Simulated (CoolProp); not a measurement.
Vapour-liquid equilibrium of R143a (1) + isobutane (2) at 0.965 bar; x and y are mole fractions of (1).

Computed with CoolProp (multi-fluid Helmholtz-energy mixture model, Lemmon and Jacobsen 2000 and Bücker 2006; pair parameters Bell 2016).

Give the bubble temperature and the first vapour's composition at x = 0.35, 0.65, 0.725. Is there an azeotrope?

x = 0.35: 228.5 K, y = 0.806; x = 0.65: 226.4 K, y = 0.847; x = 0.725: 226.0 K, y = 0.861. No azeotrope shows between x = 0.05 and 0.95.

Pair parameters are fitted to limited data, so mixtures are less certain than the pure fluids. With so large a gap from Raoult's law the liquid may split in two, which this calculation doesn't test in full.
